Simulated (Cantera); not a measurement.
Cantera with NASA thermochemical tables; ideal gases at 1 bar, condensed phases pure. Values are per mole of reaction as written; species without (g) are pure solids or liquids, kept so even where they would boil at 1 bar.

3 Ni3S4 + 2 NH3(g) ⇌ 3 H2S(g) + N2(g) + 9 NiS

```
T (K)  ΔH° (kJ)  ΔS° (J/K)  ΔG° (kJ)  log10 K
-----  --------  ---------  --------  -------
300       142.9      340.7      40.7    -7.08
373           ?          ?         ?        ?
423           ?          ?         ?        ?
473           ?          ?         ?        ?
523       136.5      326.0     -33.9     3.39
573       133.6      320.7     -50.1     4.57
```

Complete the blanks.


- 373, ΔH° (kJ): 141.8
- 373, ΔS° (J/K): 337.6
- 373, ΔG° (kJ): 15.9
- 373, log10 K: -2.23
- 423, ΔH° (kJ): 140.6
- 423, ΔS° (J/K): 334.5
- 423, ΔG° (kJ): -0.9
- 423, log10 K: 0.11
- 473, ΔH° (kJ): 138.8
- 473, ΔS° (J/K): 330.6
- 473, ΔG° (kJ): -17.5
- 473, log10 K: 1.94
